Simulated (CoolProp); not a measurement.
Vapour-liquid equilibrium of o-xylene (1) + n-decane (2) at 0.0172 MPa; x and y are mole fractions of (1).

The numbers come from the multi-fluid Helmholtz-energy mixture model, Zhou 2012 and Lemmon 2006; pair parameters Bell 2016 in CoolProp.

| x | bubble temperature (K) | y at the bubble point | dew temperature at overall composition x (K) | liquid density (mol/L) |
|---|---|---|---|---|
| 0.05 | 386.6 | ___ | 387.8 | 4.711 |
| 0.15 | 382.7 | 0.314 | 386.0 | ___ |
| 0.25 | ___ | ___ | 384.0 | 5.184 |
| 0.35 | 376.0 | 0.593 | 381.9 | 5.445 |
| 0.45 | ___ | 0.692 | 379.7 | ___ |
| 0.55 | 370.5 | 0.772 | 377.2 | ___ |
| 0.65 | 368.1 | 0.839 | 374.4 | 6.352 |
| 0.75 | ___ | 0.894 | 371.3 | 6.705 |
| 0.85 | 363.9 | 0.941 | 367.7 | 7.091 |
| 0.95 | 362.0 | 0.982 | 363.5 | 7.513 |

Some entries are withheld; supply them.


- 0.05, y at the bubble point: 0.117
- 0.15, liquid density (mol/L): 4.940
- 0.25, bubble temperature (K): 379.2
- 0.25, y at the bubble point: 0.470
- 0.45, bubble temperature (K): 373.1
- 0.45, liquid density (mol/L): 5.725
- 0.55, liquid density (mol/L): 6.026
- 0.75, bubble temperature (K): 365.9

No azeotrope shows between x = 0.05 and 0.95.

The pair parameters rest on a limited set of measurements; away from them the model extrapolates.
